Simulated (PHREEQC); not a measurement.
Model water analysis in mg/L, 25 °C, pH 6.64, pe 1.3: Na 7.08; K 0.155; Ca 6.53; Mg 1.08; Cl 18; S(6) as SO4 1.3; Alkalinity as HCO3 13.3; N(-3) as NH4 0.0758; Br 0.22.

Valence states are taken as typed.

Model: ion-association model, phreeqc.dat, run in PHREEQC.

This is a speciation only: nothing precipitates in the calculation.

Question: Predict the charge-balance error.

Answer: charge-balance error -1.7 %.

Question: In which forms is C present?

Answer: HCO3- 67 %, CO2 33 % of the C.

Complexes and solids missing from the database can't appear.
